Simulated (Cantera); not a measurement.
A perfectly stirred reactor is fed with CO : O₂ : H₂O : N₂ = 0.01 : 0.0095 : 0.0031 : 1 (molar parts), at 8.40 bar; it is held at 1473 K, and followed from long to short residence time.

Computed with Cantera and GRI-Mech 3.0 (53 species, 325 reactions).

Predict: x(CO) at τ = 0.310 s; x(O₂) at τ = 0.310 s; x(H₂O) at τ = 0.310 s; x(O) at τ = 0.310 s; x(N₂O) at τ = 0.310 s; x(CO) at τ = 11.0 ms; x(O₂) at τ = 11.0 ms; x(H₂O) at τ = 11.0 ms; x(O) at τ = 11.0 ms; x(N₂O) at τ = 11.0 ms.

x(CO) at τ = 0.310 s: 9.15e-5
x(O₂) at τ = 0.310 s: 0.00446
x(H₂O) at τ = 0.310 s: 0.00304
x(O) at τ = 0.310 s: 3.51e-6
x(N₂O) at τ = 0.310 s: 1.53e-6
x(CO) at τ = 11.0 ms: 0.000932
x(O₂) at τ = 11.0 ms: 0.00487
x(H₂O) at τ = 11.0 ms: 0.00301
x(O) at τ = 11.0 ms: 2.79e-5
x(N₂O) at τ = 11.0 ms: 3.32e-6
